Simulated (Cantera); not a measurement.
# Equilibrium for silicon oxide and oxynitride deposition: Si₂H₆ + CO₂ + N₂

Charge: 1 mol Si₂H₆, 0.51 mol CO₂, 130 mol N₂, at 10000 Pa.

Method: chemical equilibrium by Gibbs-energy minimisation in Cantera with the NASA 1993 tables (ideal gas, pure condensed phases). Candidate condensed phases: C, C₆H₆, C₇H₈, C₈H₁₈, H₂O, Si, SiC, SiO₂, Si₂N₂O, Si₃N₄; 151 gas species. The feed counts by its element totals alone. N₂ is the only nitrogen source here; it is nearly inert below about 1500 K, so the nitride shown seldom forms there in practice. Mutual solubility and eutectic melting of coexisting phases are not modelled. The tables' values for SiN are old estimates; treat these amounts as uncertain. Equilibrium is a limit: real reactors are often held back by kinetics, nucleation or transport.

| T (°C) | x N₂ | x H₂ | x SiO | x CO | x H | x Si | x HCN | x Si₂N | n C(graphite) | n Si₂N₂O(s) | n Si₃N₄(s) | n SiC(s) | n Si(l) |
|---|---|---|---|---|---|---|---|---|---|---|---|---|---|
| 925 | 0.977 | 0.0227 | 9.14e-11 | 0.000151 | 9.06e-8 | <1e-12 | 1.09e-5 | <1e-12 | 0.488 | 1.00 | 0 | 0 | 0 |
| 1025 | 0.977 | 0.0227 | 2.31e-9 | 0.000151 | 5.11e-7 | <1e-12 | 3.03e-5 | <1e-12 | 0.486 | 1.00 | 0 | 0 | 0 |
| 1125 | 0.977 | 0.0227 | 3.65e-8 | 0.000151 | 2.25e-6 | 7.21e-12 | 7.27e-5 | <1e-12 | 0.480 | 1.000 | 0 | 0 | 0 |
| 1225 | 0.977 | 0.0226 | 6.39e-7 | 0.000395 | 8.18e-6 | 6.04e-10 | 0.000155 | 2.20e-12 | 0.437 | 0.968 | 0.0215 | 0 | 0 |
| 1325 | 0.976 | 0.0226 | 1.26e-5 | 0.00132 | 2.53e-5 | 1.77e-8 | 0.000165 | 1.53e-10 | 0 | 0.843 | 0 | 0.312 | 0 |
| 1425 | 0.975 | 0.0226 | 0.000148 | 0.00204 | 6.87e-5 | 4.07e-7 | 0.000127 | 8.68e-9 | 0 | 0.730 | 0.0992 | 0.222 | 0 |
| 1525 | 0.972 | 0.0225 | 0.00141 | 0.00373 | 0.000167 | 6.09e-6 | 0.000109 | 2.69e-7 | 0 | 0.338 | 0.379 | 0 | 0 |
| 1625 | 0.970 | 0.0223 | 0.00476 | 0.00290 | 0.000369 | 6.81e-5 | 9.43e-5 | 5.73e-6 | 0 | 0 | 0.414 | 0.111 | 0 |
| 1725 | 0.969 | 0.0219 | 0.00576 | 0.00184 | 0.000751 | 0.000425 | 0.000116 | 4.56e-5 | 0 | 0 | 0 | 0.245 | 0.901 |
x: gas mole fraction; n: condensed amount in mol.

From 925 °C to 1125 °C the condensed part is C(graphite) + Si₂N₂O(s). At 1225 °C the condensed part is C(graphite) + Si₂N₂O(s) + Si₃N₄(s). At 1325 °C the condensed part is SiC(s) + Si₂N₂O(s). At 1425 °C the condensed part is SiC(s) + Si₂N₂O(s) + Si₃N₄(s). At 1525 °C the condensed part is Si₂N₂O(s) + Si₃N₄(s). At 1625 °C the condensed part is SiC(s) + Si₃N₄(s). At 1725 °C the condensed part is Si(l) + SiC(s).
